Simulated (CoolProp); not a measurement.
Model: reference Helmholtz-energy equation of state, Thol 2022, in CoolProp.

Problem. For vinyl chloride, give the phase and the density (kg/m³), cp (kJ/(kg K)), cv (kJ/(kg K)), Joule-Thomson coefficient (K/MPa) at 36.65 °C and 10.5 MPa; 36.65 °C and 24.5 MPa.

Solution. 
- 36.65 °C and 10.5 MPa: liquid; density 899, cp 1.51, cv 0.938, Joule-Thomson coefficient -0.296
- 36.65 °C and 24.5 MPa: liquid; density 925, cp 1.47, cv 0.947, Joule-Thomson coefficient -0.360
